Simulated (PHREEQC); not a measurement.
Solution A (0.0023 mol Ni(NO3)2, 0.0016 mol KCl and 3.7e-05 mol NiCl2 per kg of water) is mixed with solution B (2.5 mmol/kgw MgCl2, 0.12 mmol/kgw CO2 and 4 mmol/kgw MgSO4) at 25 °C; shares are by mass of water, 1 kg in all. Oxygen alone is held at its pressure in air (log pO2 = -0.68). CO2 from the air is kept out. Solids allowed: Brucite, Nesquehonite, Ni(OH)2, NiCO3, Ni4(OH)6SO4, Epsomite, Morenosite. Others were left out.

Equilibrium calculation in PHREEQC: ion-association model, wateq4f.dat.

```tsv
share of solution B	pH	Ni+2 (mol/kgw)	CO2 (mol/kgw)	Mg+2 (mol/kgw)
0	6.32	0.00233	0	0
0.1	5.59	0.00204	9.52e-6	0.000629
0.2	5.46	0.00177	2.03e-5	0.00122
0.3	5.38	0.00152	…	0.00179
0.4	5.33	0.00128	4.27e-5	0.00233
0.5	5.29	…	5.40e-5	…
0.6	5.26	…	6.54e-5	0.00336
0.7	5.23	…	7.68e-5	0.00386
0.8	5.21	0.000401	…	0.00434
0.9	5.19	…	9.97e-5	0.00482
1	5.17	0	0.000111	0.00528
```

### Question
What belongs in the gaps?

### Answer

- 0.3, CO2 (mol/kgw): 3.14e-5
- 0.5, Ni+2 (mol/kgw): 0.00105
- 0.5, Mg+2 (mol/kgw): 0.00285
- 0.6, Ni+2 (mol/kgw): 0.000823
- 0.7, Ni+2 (mol/kgw): 0.000609
- 0.8, CO2 (mol/kgw): 8.82e-5
- 0.9, Ni+2 (mol/kgw): 0.000198
